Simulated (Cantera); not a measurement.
Input: 1 mol BCl3, a varied amount of H2, held at 1302 °C and 0.133 bar.

Cantera equilibrium calculation (NASA polynomials, part measured and part estimated; ideal gas, pure solids and liquids). Candidate condensed phases: B; 13 gas species. Gases not in the tables: BHCl2. Equilibrium is a limit: real reactors are often held back by kinetics, nucleation or transport.

Q: What share of the B ends up in condensed phases as a function of n(H2) (mol), at 2.8, 11, 20, 29, 37, 46, 54, 63, 72?

A: 
```
n(H2) (mol)  B condensed (%)    as
-----------  ---------------  ----
2.8                     50.3  B(s)
11                      85.9  B(s)
20                      94.2  B(s)
29                      96.7  B(s)
37                      97.7  B(s)
46                      98.2  B(s)
54                      98.5  B(s)
63                      98.7  B(s)
72                      98.8  B(s)
```
